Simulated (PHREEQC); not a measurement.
A made-up water analysis in mg/kgw, 25 °C, pH 5.65, pe -0.1:

| constituent | mg/kgw |
|---|---|
| Na | 0.00282 |
| K | 1.72e-07 |
| Ca | 0.0226 |
| Mg | 0.000267 |
| Cl | 0.0103 |
| S(6) as SO4 | 0.0189 |
| Alkalinity as HCO3 | 0.0363 |
| Ba | 0.000247 |
| Zn | 1.15e-05 |
| Fe(2) | 0.00196 |

Valence states are taken as typed.

The numbers come from PHREEQC with the ion-association model, wateq4f.dat.

This is a speciation only: nothing precipitates in the calculation.

Question: Estimate the ionic strength, charge-balance error.

Answer: ionic strength 4.36e-6 mol/kgw; charge-balance error 0.9 %.

Question: In which forms is C present?

Answer: CO2 83 %, HCO3- 17 % of the C.

Complexes and solids missing from the database can't appear.
